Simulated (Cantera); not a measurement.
# Equilibrium for silicon nitride deposition: SiCl4 + NH3

A closed system holds: 1 mol SiCl4, 2.4 mol NH3, equilibrated at 8.40 Pa.

Cantera equilibrium calculation (NASA polynomials, part measured and part estimated; ideal gas, pure solids and liquids). Candidate condensed phases: NH4Cl, Si, Si3N4; 28 gas species. The tables' values for SiCl3, SiCl are old estimates; treat these amounts as uncertain. Equilibrium is a limit: real reactors are often held back by kinetics, nucleation or transport.

| T (K) | log p HCl | log p H2 | log p N2 | log p SiCl2 | log p SiCl4 | log p SiCl3 | log p H | log p SiHCl3 | n Si3N4(s) |
|---|---|---|---|---|---|---|---|---|---|
| 748 | -4.43 | -4.50 | -4.98 | -12.69 | -5.33 | -10.15 | -14.79 | -8.75 | 0.221 |
| 798 | -4.41 | -4.51 | -4.99 | -11.47 | -5.37 | -9.45 | -13.83 | -8.52 | 0.231 |
| 848 | -4.40 | -4.52 | -5.00 | -10.39 | -5.41 | -8.83 | -12.98 | -8.33 | 0.240 |
| 898 | -4.38 | -4.53 | -5.01 | -9.43 | -5.45 | -8.28 | -12.23 | -8.16 | 0.248 |
| 948 | -4.37 | -4.54 | -5.02 | -8.58 | -5.49 | -7.80 | -11.55 | -8.00 | 0.255 |
| 998 | -4.36 | -4.55 | -5.03 | -7.82 | -5.52 | -7.37 | -10.94 | -7.87 | 0.260 |
| 1048 | -4.36 | -4.56 | -5.03 | -7.13 | -5.57 | -6.98 | -10.39 | -7.75 | 0.263 |
| 1098 | -4.35 | -4.56 | -5.03 | -6.52 | -5.62 | -6.64 | -9.89 | -7.66 | 0.262 |
| 1148 | -4.36 | -4.56 | -5.02 | -5.99 | -5.71 | -6.37 | -9.43 | -7.61 | 0.250 |
| 1198 | -4.38 | -4.56 | -4.99 | -5.56 | -5.90 | -6.20 | -9.00 | -7.64 | 0.218 |
| 1248 | -4.43 | -4.54 | -4.94 | -5.25 | -6.22 | -6.17 | -8.60 | -7.78 | 0.158 |
| 1298 | -4.51 | -4.52 | -4.88 | -5.05 | -6.68 | -6.26 | -8.23 | -8.03 | 0.0806 |
| 1348 | -4.61 | -4.49 | -4.83 | -4.92 | -7.22 | -6.42 | -7.88 | -8.34 | 0.000166 |
| 1398 | -4.61 | -4.49 | -4.83 | -4.92 | -7.62 | -6.58 | -7.57 | -8.65 | 0 |
log p: log10 of the partial pressure in bar; n: condensed amount in mol.

From 748 K to 1348 K the condensed part is Si3N4(s). At 1398 K nothing is condensed. The main Si-bearing gas is SiCl4 at 748 K and SiCl2 at 1398 K.
